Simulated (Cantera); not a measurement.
Input: 1 mol MgO, a varied amount of Cl2, equilibrated at 875 K and 58.0 mbar.

These are equilibrium values from Cantera (NASA tables, ideal gas, pure condensed phases), not measurements of a reactor. Candidate condensed phases: Mg, MgCl2, MgO; 11 gas species. Equilibrium is a limit: real reactors are often held back by kinetics, nucleation or transport.

log p: log10 of the partial pressure in bar; n: condensed amount in mol.

```csv
n(Cl2) (mol),log p Cl2,log p O2,log p Cl,log p MgCl2,log p ClO,n MgCl2(s),n MgO(s)
1.9,-1.24,-3.14,-4.96,-5.46,-7.57,0.0470,0.953
2.4,-1.24,-3.14,-4.96,-5.46,-7.57,0.0594,0.940
3.2,-1.24,-3.14,-4.96,-5.46,-7.57,0.0791,0.921
4.2,-1.24,-3.14,-4.96,-5.46,-7.57,0.104,0.896
5.5,-1.24,-3.14,-4.96,-5.46,-7.57,0.136,0.864
7.2,-1.24,-3.14,-4.96,-5.46,-7.57,0.178,0.821
9.4,-1.24,-3.14,-4.96,-5.46,-7.57,0.232,0.767
12,-1.24,-3.14,-4.96,-5.46,-7.57,0.297,___
16,-1.24,-3.14,-4.96,-5.46,-7.57,0.396,___
21,-1.24,-3.14,-4.96,-5.46,-7.57,0.519,___
28,-1.24,-3.14,-4.96,-5.46,-7.57,0.693,___
36,-1.24,-3.14,-4.96,-5.46,-7.57,0.890,___
48,-1.24,-3.21,-4.96,-5.46,-7.60,0.997,___
```

**Question.** Complete the blanks.

**Answer.** 
- 12, n MgO(s): 0.702
- 16, n MgO(s): 0.603
- 21, n MgO(s): 0.479
- 28, n MgO(s): 0.306
- 36, n MgO(s): 0.107
- 48, n MgO(s): 0
